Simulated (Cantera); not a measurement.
## Dilute partial oxidation

A perfectly stirred reactor is fed with 2.36 % CH3OH, 2.82 % O2, 94.8 % N2, equivalence ratio 1.3, at 19.0 bar; it is held at 1050 K, and followed from long to short residence time.

Computed with Cantera and GRI-Mech 3.0 (53 species, 325 reactions). GRI-Mech 3.0 was tuned for natural gas; its chemistry of methanol as a main component is partial and can be far from experiment. The pressure lies above the range GRI-Mech 3.0 was tuned for (to about 10 atm). The temperature is held fixed by assumption; the heat of reaction is taken as removed at once.

```json
[
 {"τ (s)": "17", "x CH3OH": "1.90e-5", "x O2": "6.19e-5", "x HCN": "<1e-12", "x CH2": "<1e-12", "x CH2CO": "1.70e-9", "x H2": "0.00935"},
 {"τ (s)": "7.5", "x CH3OH": "3.95e-5", "x O2": "0.000118", "x HCN": "<1e-12", "x CH2": "<1e-12", "x CH2CO": "2.94e-9", "x H2": "0.00902"},
 {"τ (s)": "3.4", "x CH3OH": "7.52e-5", "x O2": "0.000213", "x HCN": "<1e-12", "x CH2": "<1e-12", "x CH2CO": "4.59e-9", "x H2": "0.00854"},
 {"τ (s)": "1.5", "x CH3OH": "0.000137", "x O2": "0.000384", "x HCN": "<1e-12", "x CH2": "<1e-12", "x CH2CO": "6.58e-9", "x H2": "0.00790"},
 {"τ (s)": "0.69", "x CH3OH": "0.000229", "x O2": "0.000672", "x HCN": "<1e-12", "x CH2": "<1e-12", "x CH2CO": "8.32e-9", "x H2": "0.00727"},
 {"τ (s)": "0.31", "x CH3OH": "0.000378", "x O2": "0.00120", "x HCN": "<1e-12", "x CH2": "<1e-12", "x CH2CO": "9.67e-9", "x H2": "0.00672"},
 {"τ (s)": "0.14", "x CH3OH": "0.000614", "x O2": "0.00212", "x HCN": "<1e-12", "x CH2": "1.32e-12", "x CH2CO": "1.09e-8", "x H2": "0.00641"},
 {"τ (s)": "0.063", "x CH3OH": "0.00101", "x O2": "0.00358", "x HCN": "<1e-12", "x CH2": "1.88e-12", "x CH2CO": "1.27e-8", "x H2": "0.00644"},
 {"τ (s)": "0.029", "x CH3OH": "0.00164", "x O2": "0.00560", "x HCN": "<1e-12", "x CH2": "2.83e-12", "x CH2CO": "1.58e-8", "x H2": "0.00676"},
 {"τ (s)": "0.013", "x CH3OH": "0.00280", "x O2": "0.00829", "x HCN": "<1e-12", "x CH2": "4.54e-12", "x CH2CO": "1.98e-8", "x H2": "0.00716"},
 {"τ (s)": "0.0058", "x CH3OH": "0.00489", "x O2": "0.0117", "x HCN": "<1e-12", "x CH2": "7.09e-12", "x CH2CO": "2.21e-8", "x H2": "0.00710"}
]
```
x: mole fraction; the columns are a selection and need not sum to one.
